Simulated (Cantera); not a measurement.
An adiabatic, constant-pressure homogeneous reactor starts with CH3OH : O2 : N2 = 1 : 0.714 : 2.69 (molar parts), at 1075 K and 23.0 bar. Integrator tolerance rtol = 1e-08.

Model: GRI-Mech 3.0 (53 species, 325 reactions), integrated in Cantera. GRI-Mech 3.0 was tuned for natural gas; its chemistry of methanol as a main component is partial and can be far from experiment. The pressure lies above the range GRI-Mech 3.0 was tuned for (to about 10 atm).

What does this change do: pressure from 23.0 bar to 1.20 bar?


```json
[
 {"quantity": "time of steepest temperature rise", "before": "7.66 ms", "after": "70.7 ms"},
 {"quantity": "temperature at 1.00 s", "before": "2240 K", "after": "2228 K"},
 {"quantity": "equilibrium temperature", "before": "2240 K", "after": "2228 K"},
 {"quantity": "x(CH3OH) at 1.00 s", "before": "3.85e-11 (gas-phase equilibrium 3.94e-11)", "after": "<1e-12 (gas-phase equilibrium <1e-12)"},
 {"quantity": "x(O2) at 1.00 s", "before": "2.19e-7 (gas-phase equilibrium 2.19e-7)", "after": "3.61e-6 (gas-phase equilibrium 3.61e-6)"},
 {"quantity": "x(H) at 1.00 s", "before": "0.000552 (gas-phase equilibrium 0.000552)", "after": "0.00225 (gas-phase equilibrium 0.00225)"},
 {"quantity": "x(C2H2) at 1.00 s", "before": "4.21e-12 (gas-phase equilibrium 4.63e-12)", "after": "<1e-12 (gas-phase equilibrium <1e-12)"},
 {"quantity": "x(OH) at 1.00 s", "before": "0.000125 (gas-phase equilibrium 0.000125)", "after": "0.000499 (gas-phase equilibrium 0.000499)"},
 {"quantity": "x(C2H6) at 1.00 s", "before": "<1e-12 (gas-phase equilibrium <1e-12)", "after": "<1e-12 (gas-phase equilibrium <1e-12)"}
]
```
